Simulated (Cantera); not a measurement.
Mixture: CO : H₂ : O₂ : N₂ = 2.8 : 0.54 : 1.31 : 8.35 (molar parts), equivalence ratio 1.3, at 10.0 bar, adiabatic and at constant volume. Ignition delay is the time to a rise of 400 K.

Cantera simulation using GRI-Mech 3.0 (53 species, 325 reactions); the numbers are that mechanism's predictions, not measurements. The hydrogen kinetics of GRI-Mech 3.0 are dated; newer H2 mechanisms differ, most at raised pressure. Where the delays flatten at high temperature, the 400 K rule measures the pace of heat release, not the induction time.

### Question
Predict: delay at 1025 K; delay at 1225 K; delay at 1425 K; delay at 1625 K; delay at 1825 K.

### Answer
delay at 1025 K: 1.97 ms
delay at 1225 K: 26.4 µs
delay at 1425 K: 5.36 µs
delay at 1625 K: 3.02 µs
delay at 1825 K: 2.32 µs
